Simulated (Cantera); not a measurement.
Equilibrium for silicon oxide and oxynitride deposition: SiH2Cl2 + N2O + H2 + O3

Input: 1 mol SiH2Cl2, a varied amount of N2O, 0.67 mol H2, 3.4 mol O3, equilibrated at 1052 °C and 1.00 bar.

These are equilibrium values from Cantera (NASA tables, ideal gas, pure condensed phases), not measurements of a reactor. Candidate condensed phases: H2O, NH4Cl, Si, SiO2, Si2N2O, Si3N4; 47 gas species. The tables hold silica as quartz up to 1696 K and as liquid above; real silica turns to tridymite and cristobalite and melts near 1996 K. Gases not in the tables: Si(OH)4. Rates play no part.

```
n(N2O) (mol)  log p N2  log p O2  log p HCl  log p H2O  log p Cl2  log p Cl  log p NO  n SiO2(β-quartz)
------------  --------  --------  ---------  ---------  ---------  --------  --------  ----------------
0.8              -0.98     -0.27      -0.65      -0.96      -1.71     -2.66     -3.56              1.00
1.2              -0.83     -0.28      -0.68      -1.00      -1.74     -2.68     -3.50              1.00
1.9              -0.69     -0.30      -0.74      -1.05      -1.80     -2.71     -3.43              1.00
3                -0.56     -0.32      -0.81      -1.12      -1.88     -2.75     -3.38              1.00
4.7              -0.46     -0.35      -0.90      -1.21      -1.98     -2.80     -3.34              1.00
7.3              -0.38     -0.37      -1.01      -1.33      -2.11     -2.86     -3.32              1.00
11               -0.32     -0.40      -1.13      -1.45      -2.24     -2.93     -3.30              1.00
18               -0.27     -0.42      -1.29      -1.61      -2.41     -3.02     -3.29              1.00
28               -0.24     -0.44      -1.45      -1.77      -2.58     -3.10     -3.28              1.00
43               -0.22     -0.45      -1.62      -1.94      -2.76     -3.19     -3.28              1.00
```
log p: log10 of the partial pressure in bar; n: condensed amount in mol.

From 0.8 mol N2O to 43 mol N2O the condensed part is SiO2(β-quartz).
